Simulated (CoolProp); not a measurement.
Saturation properties of n-hexane.

Values from CoolProp's reference Helmholtz-energy equation of state, Thol 2019.

| T (K) | p (kPa) | enthalpy of vaporisation (kJ/kg) | vapour Z | liquid viscosity (µPa s) | liquid conductivity (mW/(m K)) |
|---|---|---|---|---|---|
| 349.7 | 128.8 | 329.1 | 0.9423 | 187 | 106 |
| 354.3 | 147.4 | 325.5 | 0.9366 | 180 | 105 |
| 358.8 | 167.6 | 321.9 | 0.9308 | 174 | 103 |
| 363.4 | 190.3 | 318.1 | 0.9244 | 167 | 102 |
| 367.9 | 214.8 | 314.3 | 0.9178 | 161 | 101 |
| 372.5 | 242.2 | 310.4 | 0.9107 | 155 | 100 |
| 377 | 271.6 | 306.4 | 0.9034 | 150 | 99.2 |
| 381.6 | 304.4 | 302.3 | 0.8956 | 144 | 98.2 |

It boils at 341.9 K under 1 atm.

Viscosity comes from a separate model (Michailidou 2013). Thermal conductivity comes from a separate model (Assael 2013).
